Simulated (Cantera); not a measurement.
What does this Cantera script print?

```python
import numpy as np
import cantera as ct

gas = ct.Solution("gri30.yaml")
gas.TPX = 1050, 14000, {'C3H8': 1, 'H2': 17}
reactor = ct.IdealGasConstPressureReactor(gas, energy="off", clone=False)
net = ct.ReactorNet([reactor])
net.rtol, net.atol = 1e-08, 1e-18
show = ['C3H8', 'H2', 'C2H2', 'CH3', 'H', 'CH2', 'CH4']
times = np.geomspace(6e-06, 200, 11)

steps = ct.SolutionArray(gas, extra=["t"])
rows = []
print(f"{'t/s':>10s}{'T/K':>9s}{'P/Pa':>11s}" + "".join(f"{s:>11s}" for s in show))
for t in times:
    while net.time < t:
        t_next = net.step()
        steps.append(gas.state, t=t_next)
    rows.append([np.interp(t, steps.t, y) for y in (steps.T, steps.P, *steps(*show).X.T)])
    print(f"{t:10.3e}{rows[-1][0]:9.1f}{rows[-1][1]:11.4g}" + "".join(f"{x:11.3e}" for x in rows[-1][2:]))
rate = np.gradient(steps.T, steps.t)
print("integrator steps:", len(steps.t))
if steps.T.max() > steps.T[0] + 200:
    print(f"time of steepest temperature rise: {steps.t[rate.argmax()]:.4e} s")
gas.TPX = 1050, 14000, {'C3H8': 1, 'H2': 17}
gas.equilibrate("TP")
print(f"equilibrium (TP): T = {gas.T:.1f} K  " + "  ".join(f"{s} {gas[s].X[0]:.3e}" for s in show))
```

Output:

```
       t/s      T/K       P/Pa       C3H8         H2       C2H2        CH3          H        CH2        CH4
 6.000e-06   1050.0    1.4e+04  5.556e-02  9.444e-01  4.375e-20  1.043e-08  8.089e-10  4.692e-19  7.834e-10
 3.392e-05   1050.0    1.4e+04  5.556e-02  9.444e-01  3.029e-17  6.221e-08  8.736e-09  9.764e-17  2.513e-08
 1.917e-04   1050.0    1.4e+04  5.555e-02  9.444e-01  4.024e-14  4.882e-07  6.187e-08  1.654e-14  1.051e-06
 1.084e-03   1050.0    1.4e+04  5.551e-02  9.444e-01  5.048e-11  3.232e-06  3.756e-07  1.002e-12  4.222e-05
 6.128e-03   1050.0    1.4e+04  5.437e-02  9.434e-01  3.332e-08  1.180e-05  1.377e-06  1.395e-11  1.108e-03
 3.464e-02   1050.0    1.4e+04  4.533e-02  9.353e-01  2.774e-06  1.172e-05  1.587e-06  1.447e-11  9.612e-03
 1.958e-01   1050.0    1.4e+04  1.596e-02  9.088e-01  7.257e-05  5.396e-06  1.582e-06  4.471e-12  3.765e-02
 1.107e+00   1050.0    1.4e+04  5.166e-04  8.938e-01  4.317e-04  7.801e-07  6.380e-07  1.985e-13  5.404e-02
 6.258e+00   1050.0    1.4e+04  4.568e-06  8.913e-01  1.184e-03  6.487e-07  5.316e-07  1.365e-13  5.832e-02
 3.538e+01   1050.0    1.4e+04  4.306e-06  8.825e-01  1.716e-03  7.276e-07  4.688e-07  1.353e-13  7.484e-02
 2.000e+02   1050.0    1.4e+04  2.662e-06  8.609e-01  9.889e-04  7.712e-07  3.213e-07  9.971e-14  1.152e-01
integrator steps: 999
equilibrium (TP): T = 1050.0 K  C3H8 1.661e-09  H2 8.334e-01  C2H2 3.165e-06  CH3 7.089e-08  H 1.992e-08  CH2 5.836e-16  CH4 1.665e-01
```

Model: GRI-Mech 3.0 (53 species, 325 reactions), integrated in Cantera. GRI-Mech 3.0 was tuned for natural gas; its chemistry of propane as a main component is partial and can be far from experiment. GRI-Mech 3.0 stops at C3 and has no aromatics, soot or wall deposition, so with more carbon than oxygen in the feed, carbon stays in small species such as C2H2 where larger ones or solid carbon would form.
